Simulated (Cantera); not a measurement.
An isothermal, constant-pressure homogeneous reactor starts with NO : N2 = 1 : 0.082 (molar parts), at 1800 K and 1300 Pa.

Detailed kinetics in Cantera: GRI-Mech 3.0 (53 species, 325 reactions). Radical loss at walls, strong at low pressure, is not modelled.

Predict: x(NO) at 40.0 s; x(N2) at 40.0 s; x(N2O) at 40.0 s; x(O2) at 40.0 s; x(O) at 40.0 s.


```
Property                                              Value
----------------  -----------------------------------------
x(NO) at 40.0 s       0.657 (gas-phase equilibrium 0.00509)
x(N2) at 40.0 s         0.209 (gas-phase equilibrium 0.535)
x(N2O) at 40.0 s   0.000112 (gas-phase equilibrium 2.75e-8)
x(O2) at 40.0 s         0.133 (gas-phase equilibrium 0.459)
x(O) at 40.0 s    0.000431 (gas-phase equilibrium 0.000727)
```
